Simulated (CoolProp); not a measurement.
Vapour-liquid equilibrium of p-xylene (1) + n-decane (2) at 400.3 K; x and y are mole fractions of (1).

Computed with CoolProp (multi-fluid Helmholtz-energy mixture model, Zhou 2012 and Lemmon 2006; pair parameters Bell 2016).

Q: Give the bubble pressure and the first vapour's composition at x = 0.275, 0.5, 0.95. Is there an azeotrope?

A: x = 0.275: 0.04023 MPa, y = 0.526; x = 0.5: 0.05115 MPa, y = 0.736; x = 0.95: 0.07209 MPa, y = 0.980. No azeotrope shows between x = 0.05 and 0.95.

The pair parameters rest on a limited set of measurements; away from them the model extrapolates.
